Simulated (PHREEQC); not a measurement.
Dissolve 0.004 mol HF, 0.017 mol Na2CO3 and 0.00028 mol LiCl per kg of water at 75 °C. Closed to the air; pH follows from the charge balance.

The numbers come from PHREEQC with the ion-association model, phreeqc.dat.

This is a speciation only: nothing precipitates in the calculation.

Problem. What pH, specific conductance does the model give?

Solution. pH 9.75; specific conductance 5630 µS/cm.

Problem. In which forms is Na present?

Solution. Na+ 77 %, NaCO3- 23 % of the Na.

Species that the database lacks are ignored. Away from 25 °C the constants follow the database's enthalpies or fits; those with neither stay at their 25 °C values.
